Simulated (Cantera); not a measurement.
An adiabatic, constant-volume homogeneous reactor starts with 3.45 % CH₄, 20.3 % O₂, 76.3 % N₂, at 1750 K and 4.93 atm.

Computed with Cantera and GRI-Mech 3.0 (53 species, 325 reactions).

x: mole fraction; the columns are a selection and need not sum to one.

| t (s) | T (K) | P (bar) | x CH₄ | x O₂ | x CH₂CO | x C₂H₆ | x CO | x C₂H | x CO₂ |
|---|---|---|---|---|---|---|---|---|---|
| 3.00e-6 | 1750 | 5.00 | 0.0345 | 0.203 | 3.07e-12 | ? | 7.92e-8 | <1e-12 | 7.38e-9 |
| 7.73e-6 | 1750 | 5.00 | 0.0343 | 0.203 | 6.40e-10 | ? | 2.01e-6 | <1e-12 | 1.62e-7 |
| 1.99e-5 | 1755 | 5.02 | 0.0328 | 0.202 | 5.91e-7 | ? | 0.000167 | 6.06e-12 | 1.16e-5 |
| 5.14e-5 | 2549 | 7.33 | <1e-12 | 0.131 | <1e-12 | <1e-12 | 0.00337 | <1e-12 | 0.0309 |
| 0.000132 | 2583 | 7.42 | <1e-12 | 0.131 | <1e-12 | <1e-12 | 0.00187 | <1e-12 | 0.0325 |
| 0.000341 | 2580 | 7.41 | <1e-12 | 0.130 | <1e-12 | <1e-12 | 0.00185 | <1e-12 | 0.0325 |
| 0.000879 | 2572 | 7.38 | <1e-12 | 0.128 | <1e-12 | <1e-12 | 0.00180 | <1e-12 | 0.0325 |
| 0.00227 | 2559 | 7.35 | <1e-12 | 0.126 | <1e-12 | <1e-12 | 0.00171 | <1e-12 | 0.0326 |
| 0.00584 | 2547 | 7.31 | <1e-12 | 0.123 | <1e-12 | <1e-12 | 0.00163 | <1e-12 | 0.0327 |
| 0.0151 | 2543 | 7.30 | <1e-12 | 0.122 | <1e-12 | <1e-12 | 0.00161 | <1e-12 | 0.0328 |
| 0.0388 | 2543 | 7.30 | <1e-12 | 0.122 | <1e-12 | <1e-12 | 0.00161 | <1e-12 | 0.0328 |
| 0.100 | 2543 | 7.30 | <1e-12 | 0.122 | <1e-12 | <1e-12 | 0.00161 | <1e-12 | 0.0328 |

Problem. What belongs in the gaps?

Solution. 
- 3.00e-6, x C₂H₆: 7.66e-8
- 7.73e-6, x C₂H₆: 2.15e-6
- 1.99e-5, x C₂H₆: 0.000105
